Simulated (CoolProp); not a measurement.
Saturation properties of nitrous oxide (Tc = 36.4 °C, pc = 7.245 MPa, ω = 0.161).

Values from CoolProp's reference Helmholtz-energy equation of state, Lemmon 2006. It is a short technical equation, of lower accuracy than the large ones.

```json
[
 {"T (°C)": "-72.35", "p (MPa)": "0.2431", "liquid density (kg/m³)": "1182", "vapour density (kg/m³)": "6.739", "enthalpy of vaporisation (kJ/kg)": "355.4"},
 {"T (°C)": "-66.85", "p (MPa)": "0.3163", "liquid density (kg/m³)": "[?]", "vapour density (kg/m³)": "8.624", "enthalpy of vaporisation (kJ/kg)": "348.6"},
 {"T (°C)": "-61.25", "p (MPa)": "0.4071", "liquid density (kg/m³)": "1147", "vapour density (kg/m³)": "[?]", "enthalpy of vaporisation (kJ/kg)": "[?]"},
 {"T (°C)": "-55.65", "p (MPa)": "0.5163", "liquid density (kg/m³)": "1129", "vapour density (kg/m³)": "13.70", "enthalpy of vaporisation (kJ/kg)": "333.9"},
 {"T (°C)": "-50.15", "p (MPa)": "0.6437", "liquid density (kg/m³)": "1110", "vapour density (kg/m³)": "16.91", "enthalpy of vaporisation (kJ/kg)": "326.2"},
 {"T (°C)": "-44.55", "p (MPa)": "0.7963", "liquid density (kg/m³)": "1091", "vapour density (kg/m³)": "20.76", "enthalpy of vaporisation (kJ/kg)": "318.0"},
 {"T (°C)": "-39.05", "p (MPa)": "[?]", "liquid density (kg/m³)": "1071", "vapour density (kg/m³)": "25.18", "enthalpy of vaporisation (kJ/kg)": "309.5"},
 {"T (°C)": "-33.45", "p (MPa)": "1.176", "liquid density (kg/m³)": "1051", "vapour density (kg/m³)": "[?]", "enthalpy of vaporisation (kJ/kg)": "300.5"}
]
```

Problem. What belongs in the gaps?

Solution. 
- -66.85, liquid density (kg/m³): 1165
- -61.25, vapour density (kg/m³): 10.94
- -61.25, enthalpy of vaporisation (kJ/kg): 341.4
- -39.05, p (MPa): 0.9708
- -33.45, vapour density (kg/m³): 30.41

It boils at -88.5 °C under 1 atm.
